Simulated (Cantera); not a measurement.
An isothermal, constant-pressure homogeneous reactor starts with NH3 : N2 = 1 : 11 (molar parts), at 1875 K and 20.0 Torr.

Model: the gas-phase N/H chemistry of the illustrative SiF4/NH3 mechanism in the Surface Chemkin manual (1991), integrated in Cantera. Walls and surfaces, which speed up NH3 decomposition in real reactors, are not modelled.

One state of this run: x NH3 = 2.60e-5; x N2 = 0.884; x NH2 = 5.52e-7; x H2 = 0.115; x N = 2.14e-7; x N2H4 = <1e-12; x H = 0.000880. x: mole fraction; the columns are a selection and need not sum to one.

### Question
Which value of t (s) does it belong to?
A) 30.0
B) 2.54e-5
C) 0.0146
D) 0.00410

### Answer
A, 30.0
